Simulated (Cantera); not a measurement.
Silicon oxide and oxynitride deposition: SiH2Cl2 + H2O

Feed: 1 mol SiH2Cl2, a varied amount of H2O, equilibrated at 1677 °C and 38.0 mbar.

Method: chemical equilibrium by Gibbs-energy minimisation in Cantera with the NASA 1993 tables (ideal gas, pure condensed phases). Candidate condensed phases: H2O, Si, SiO2; 30 gas species. The tables' values for SiCl3, SiCl are old estimates; treat these amounts as uncertain. The tables hold silica as quartz up to 1696 K and as liquid above; real silica turns to tridymite and cristobalite and melts near 1996 K. Gases not in the tables: Si(OH)4, Si2H6 and higher silanes. The numbers say what is thermodynamically allowed, not how fast it happens.

From 0.39 mol H2O to 0.92 mol H2O nothing is condensed. From 1.4 mol H2O to 4.6 mol H2O the condensed part is SiO2(condensed).

| n(H2O) (mol) | log p HCl | log p H2 | log p H2O | log p SiO | log p SiCl2 | log p SiCl3 | log p Cl | n SiO2(condensed) |
|---|---|---|---|---|---|---|---|---|
| 0.39 | -1.98 | -1.86 | -6.84 | -2.27 | -2.09 | -3.70 | -4.12 | 0 |
| 0.92 | -1.75 | -2.00 | -5.11 | -2.04 | -3.12 | -4.43 | -3.81 | 0 |
| 1.4 | -1.73 | -1.88 | -4.12 | -2.25 | -4.28 | -5.63 | -3.86 | 0.398 |
| 2 | -1.73 | -1.75 | -3.12 | -3.12 | -6.17 | -7.59 | -3.93 | 0.918 |
| 2.5 | -1.78 | -1.78 | -2.37 | -3.90 | -7.79 | -9.24 | -3.95 | 0.985 |
| 3 | -1.82 | -1.82 | -2.12 | -4.20 | -8.42 | -9.89 | -3.98 | 0.992 |
| 3.6 | -1.87 | -1.87 | -1.96 | -4.40 | -8.87 | -10.37 | -4.00 | 0.994 |
| 4.1 | -1.91 | -1.91 | -1.88 | -4.51 | -9.15 | -10.66 | -4.02 | 0.995 |
| 4.6 | -1.94 | -1.94 | -1.83 | -4.61 | -9.37 | -10.90 | -4.04 | 0.996 |
log p: log10 of the partial pressure in bar; n: condensed amount in mol.
